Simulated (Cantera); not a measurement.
# Equilibrium for silicon nitride deposition: SiH2Cl2 + NH3

Input: 1 mol SiH2Cl2, 0.44 mol NH3, equilibrated at 427 °C.

Method: chemical equilibrium by Gibbs-energy minimisation in Cantera with the NASA 1993 tables (ideal gas, pure condensed phases). Candidate condensed phases: NH4Cl, Si, Si3N4; 28 gas species. The tables' values for SiCl3 are old estimates; treat these amounts as uncertain. Kinetics and transport are ignored.

| P (Pa) | log p H2 | log p SiCl4 | log p SiHCl3 | log p HCl | log p SiH2Cl2 | log p SiCl3 | n Si(s) | n Si3N4(s) |
|---|---|---|---|---|---|---|---|---|
| 5 | -4.42 | -4.95 | -6.35 | -6.71 | -8.94 | -8.30 | 0.167 | 0.110 |
| 15 | -3.94 | -4.48 | -5.76 | -6.35 | -8.22 | -7.95 | 0.165 | 0.110 |
| 45 | -3.46 | -4.00 | -5.17 | -5.99 | -7.51 | -7.59 | 0.163 | 0.110 |
| 140 | -2.97 | -3.52 | -4.55 | -5.63 | -6.77 | -7.23 | 0.160 | 0.110 |
| 410 | -2.51 | -3.06 | -3.98 | -5.28 | -6.08 | -6.89 | 0.157 | 0.110 |
| 1200 | -2.04 | -2.60 | -3.40 | -4.93 | -5.38 | -6.54 | 0.152 | 0.110 |
| 3700 | -1.55 | -2.13 | -2.80 | -4.57 | -4.66 | -6.19 | 0.147 | 0.110 |
| 11000 | -1.08 | -1.67 | -2.23 | -4.22 | -3.96 | -5.85 | 0.140 | 0.110 |
| 33000 | -0.61 | -1.22 | -1.65 | -3.87 | -3.26 | -5.51 | 0.132 | 0.110 |
| 100000 | -0.13 | -0.77 | -1.07 | -3.52 | -2.56 | -5.17 | 0.122 | 0.110 |
log p: log10 of the partial pressure in bar; n: condensed amount in mol.

From 5.00 Pa to 100000 Pa the condensed part is Si(s) + Si3N4(s). The main Si-bearing gas is SiCl4 throughout. The share of Si in condensed phases is highest at 5.00 Pa (49.7 %) and lowest at 100000 Pa (45.2 %).
